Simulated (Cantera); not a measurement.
Cantera run, input and output.

```python
import numpy as np
import cantera as ct

gas = ct.Solution("gri30.yaml")
gas.TPX = 2050, 18000, {'NO': 0.36, 'N2': 1.2}
reactor = ct.IdealGasConstPressureReactor(gas, energy="off", clone=False)
net = ct.ReactorNet([reactor])
net.rtol, net.atol = 1e-08, 1e-18
show = ['NO', 'O2', 'NO2', 'N2', 'O', 'N2O']
times = np.geomspace(0.0001, 200, 15)

steps = ct.SolutionArray(gas, extra=["t"])
rows = []
print(f"{'t/s':>10s}{'T/K':>9s}{'P/Pa':>11s}" + "".join(f"{s:>11s}" for s in show))
for t in times:
    while net.time < t:
        t_next = net.step()
        steps.append(gas.state, t=t_next)
    rows.append([np.interp(t, steps.t, y) for y in (steps.T, steps.P, *steps(*show).X.T)])
    print(f"{t:10.3e}{rows[-1][0]:9.1f}{rows[-1][1]:11.4g}" + "".join(f"{x:11.3e}" for x in rows[-1][2:]))
rate = np.gradient(steps.T, steps.t)
print("integrator steps:", len(steps.t))
if steps.T.max() > steps.T[0] + 200:
    print(f"time of steepest temperature rise: {steps.t[rate.argmax()]:.4e} s")
gas.TPX = 2050, 18000, {'NO': 0.36, 'N2': 1.2}
gas.equilibrate("TP")
print(f"equilibrium (TP): T = {gas.T:.1f} K  " + "  ".join(f"{s} {gas[s].X[0]:.3e}" for s in show))
```

Output:

```
       t/s      T/K       P/Pa         NO         O2        NO2         N2          O        N2O
 1.000e-04   2050.0    1.8e+04  2.308e-01  6.352e-09  4.091e-08  7.692e-01  1.594e-06  1.539e-06
 2.819e-04   2050.0    1.8e+04  2.308e-01  5.132e-08  2.652e-07  7.692e-01  4.571e-06  4.108e-06
 7.946e-04   2050.0    1.8e+04  2.307e-01  4.429e-07  1.374e-06  7.692e-01  1.381e-05  9.979e-06
 2.240e-03   2050.0    1.8e+04  2.307e-01  4.506e-06  5.528e-06  7.692e-01  4.461e-05  1.924e-05
 6.314e-03   2050.0    1.8e+04  2.305e-01  5.062e-05  1.527e-05  7.693e-01  1.202e-04  2.461e-05
 1.780e-02   2050.0    1.8e+04  2.298e-01  3.413e-04  2.109e-05  7.696e-01  1.691e-04  2.440e-05
 5.017e-02   2050.0    1.8e+04  2.279e-01  1.276e-03  2.314e-05  7.705e-01  1.844e-04  2.388e-05
 1.414e-01   2050.0    1.8e+04  2.224e-01  4.024e-03  2.780e-05  7.733e-01  2.203e-04  2.248e-05
 3.986e-01   2050.0    1.8e+04  2.057e-01  1.231e-02  3.685e-05  7.816e-01  3.030e-04  1.877e-05
 1.124e+00   2050.0    1.8e+04  1.579e-01  3.612e-02  4.492e-05  8.054e-01  4.626e-04  1.060e-05
 3.168e+00   2050.0    1.8e+04  6.659e-02  8.169e-02  2.801e-05  8.510e-01  6.667e-04  1.891e-06
 8.929e+00   2050.0    1.8e+04  1.222e-02  1.088e-01  5.923e-06  8.782e-01  7.619e-04  2.083e-07
 2.517e+01   2050.0    1.8e+04  6.804e-03  1.115e-01  3.338e-06  8.809e-01  7.705e-04  1.704e-07
 7.095e+01   2050.0    1.8e+04  6.776e-03  1.116e-01  3.325e-06  8.809e-01  7.706e-04  1.703e-07
 2.000e+02   2050.0    1.8e+04  6.776e-03  1.116e-01  3.325e-06  8.809e-01  7.706e-04  1.703e-07
integrator steps: 935
equilibrium (TP): T = 2050.0 K  NO 6.776e-03  O2 1.116e-01  NO2 3.325e-06  N2 8.809e-01  O 7.706e-04  N2O 1.703e-07
```

Model: GRI-Mech 3.0 (53 species, 325 reactions), integrated in Cantera.
